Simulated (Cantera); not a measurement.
A closed system holds: 1 mol (CH₃)₂SiCl₂, 2.3 mol CH₄, 7 mol H₂, 0.86 mol C₂H₄, at 7.50 Torr.

Cantera equilibrium calculation (NASA polynomials, part measured and part estimated; ideal gas, pure solids and liquids). Candidate condensed phases: C, C₆H₆, C₇H₈, C₈H₁₈, Si, SiC; 109 gas species. The feed counts by its element totals alone. Kinetics and transport are ignored.

**Question.** At 1598 K, list the 7 most abundant gas species with their mole fractions, and the condensed phases.

**Answer.** H₂ 0.885, HCl 0.114, SiCl₂ 0.000531, H 0.000501, Cl 5.12e-5, C₂H₂ (acetylene) 2.38e-5, CH₄ 1.29e-5. Condensed: C(graphite) + SiC(s).
